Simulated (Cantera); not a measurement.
## Stirred combustor or abatement burner

A perfectly stirred reactor is fed with 7.02 % CO, 9.13 % H2, 2.04 % CH4, 13.5 % O2, 50.8 % N2, 17.6 % H2O, equivalence ratio 0.90, at 4800 Torr; it is adiabatic with a 725 K inlet, and is followed from long to short residence time, starting on the burning branch (τ in s: 0.067, 0.024, 0.009, 0.0033, 0.0012, 0.00044, 0.00016, 5.9e-05, 2.2e-05).

Detailed kinetics in Cantera: GRI-Mech 3.0 (53 species, 325 reactions).

```json
[
 {"τ (s)": "0.067", "T (K)": "2242", "x CO": "0.00261", "x H2": "0.00165", "x CH4": "3.24e-7", "x CH2O": "5.01e-8", "x CO2": "0.0956"},
 {"τ (s)": "0.024", "T (K)": "2242", "x CO": "0.00276", "x H2": "0.00173", "x CH4": "8.70e-7", "x CH2O": "1.36e-7", "x CO2": "0.0955"},
 {"τ (s)": "0.0090", "T (K)": "2239", "x CO": "0.00312", "x H2": "0.00192", "x CH4": "2.17e-6", "x CH2O": "3.45e-7", "x CO2": "0.0951"},
 {"τ (s)": "0.0033", "T (K)": "2229", "x CO": "0.00397", "x H2": "0.00238", "x CH4": "5.21e-6", "x CH2O": "8.45e-7", "x CO2": "0.0941"},
 {"τ (s)": "0.0012", "T (K)": "2209", "x CO": "0.00570", "x H2": "0.00332", "x CH4": "1.16e-5", "x CH2O": "1.91e-6", "x CO2": "0.0922"},
 {"τ (s)": "0.00044", "T (K)": "2174", "x CO": "0.00862", "x H2": "0.00491", "x CH4": "2.41e-5", "x CH2O": "3.98e-6", "x CO2": "0.0890"},
 {"τ (s)": "0.00016", "T (K)": "2120", "x CO": "0.0131", "x H2": "0.00728", "x CH4": "5.06e-5", "x CH2O": "7.97e-6", "x CO2": "0.0840"},
 {"τ (s)": "5.9e-5", "T (K)": "2042", "x CO": "0.0198", "x H2": "0.0104", "x CH4": "0.000112", "x CH2O": "1.58e-5", "x CO2": "0.0767"},
 {"τ (s)": "2.2e-5", "T (K)": "1929", "x CO": "0.0306", "x H2": "0.0140", "x CH4": "0.000289", "x CH2O": "3.39e-5", "x CO2": "0.0648"}
]
```
x: mole fraction; the columns are a selection and need not sum to one.
